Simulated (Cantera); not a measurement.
A perfectly stirred reactor is fed with CO : O₂ : H₂O : N₂ = 0.0092 : 0.0045 : 0.0024 : 1 (molar parts), at 5550 Torr; it is held at 973 K, and followed from long to short residence time.

Model: GRI-Mech 3.0 (53 species, 325 reactions), integrated in Cantera.

Task: Predict: x(CO) at τ = 17.0 s; x(O₂) at τ = 17.0 s; x(H₂O) at τ = 17.0 s; x(HO₂) at τ = 17.0 s; x(H₂O₂) at τ = 17.0 s; x(CO) at τ = 0.340 s; x(O₂) at τ = 0.340 s; x(H₂O) at τ = 0.340 s; x(HO₂) at τ = 0.340 s; x(H₂O₂) at τ = 0.340 s.

Result: 
| Item | Value |
|---|---|
| x(CO) at τ = 17.0 s | 0.00448 |
| x(O₂) at τ = 17.0 s | 0.00214 |
| x(H₂O) at τ = 17.0 s | 0.00236 |
| x(HO₂) at τ = 17.0 s | 3.50e-7 |
| x(H₂O₂) at τ = 17.0 s | 4.23e-8 |
| x(CO) at τ = 0.340 s | 0.00891 |
| x(O₂) at τ = 0.340 s | 0.00436 |
| x(H₂O) at τ = 0.340 s | 0.00236 |
| x(HO₂) at τ = 0.340 s | 3.02e-7 |
| x(H₂O₂) at τ = 0.340 s | 3.13e-8 |
